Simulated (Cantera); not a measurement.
Charge: 1 mol Si3N4, a varied amount of HCl, 1.6 mol H2, at 0.420 bar.

Method: chemical equilibrium by Gibbs-energy minimisation in Cantera with the NASA 1993 tables (ideal gas, pure condensed phases). Candidate condensed phases: NH4Cl, Si, Si3N4; 28 gas species. Mutual solubility and eutectic melting of coexisting phases are not modelled. The tables' values for SiCl3 are old estimates. Kinetics and transport are ignored.

Problem. What condenses at these points (T in °C, n(HCl) in mol): (1600, 17); (1450, 4.8); (1450, 17); (1700, 7.2); (1400, 17); (1650, 3.1); (1650, 2.1)?

Solution. 
```csv
T (°C),n(HCl) in mol,condensed phases,Si condensed (%)
1600,17,gas only,0.0
1450,4.8,Si3N4,62.9
1450,17,gas only,0.0
1700,7.2,Si,15.7
1400,17,gas only,0.0
1650,3.1,Si + Si3N4,65.8
1650,2.1,Si + Si3N4,77.9
```
